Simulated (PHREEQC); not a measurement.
**Spent oxide etchant**

A solution holds 0.0083 mol/kgw HF and 0.013 mol/kgw H2SiF6, at 75 °C. Closed to the air; pH follows from the charge balance.

Computed with PHREEQC (ion-association model, phreeqc.dat).

No solid was allowed to form.

Question: Estimate the pH.

Answer: pH 1.73.

Question: In which forms is Si present?

Answer: SiF6-2 82 %, H4SiO4 18 % of the Si.

Saturation is exceeded, for instance for Quartz (slow to form), Chalcedony (slow to form); the values hold only as long as no solid forms. Species that the database lacks are ignored. At this temperature some constants are extrapolated from 25 °C, and those without enthalpy data are left unchanged. SiF6-2 is the database's only silicon fluoride.
